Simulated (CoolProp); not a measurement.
The numbers come from the reference Helmholtz-energy equation of state, Wagner 2002 in CoolProp.

Problem. Give the vapour pressure (MPa), vapour density (kg/m³), vapour viscosity (µPa s) of saturated water at 197.55 °C.

Solution. 
```csv
T (°C),p (MPa),vapour density (kg/m³),vapour viscosity (µPa s)
197.55,1.48,7.48,15.6
```

Viscosity comes from a separate model (Huber 2009).
